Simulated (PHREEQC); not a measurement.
Dissolve 0.035 mol/kgw ZnSO4 at 25 °C. Closed to the air; pH follows from the charge balance.

All values are PHREEQC results (ion-association model, phreeqc.dat), not measurements.

No solid was allowed to form.

Problem. Predict the pH, ionic strength, density.

Solution. pH 5.63; ionic strength 0.0792 mol/kgw; density 1.003 g/cm³.

Problem. In which forms is Zn present?

Solution. Zn+2 57 %, ZnSO4 38 %, Zn(SO4)2-2 5.6 % of the Zn.

Complexes and solids missing from the database can't appear.
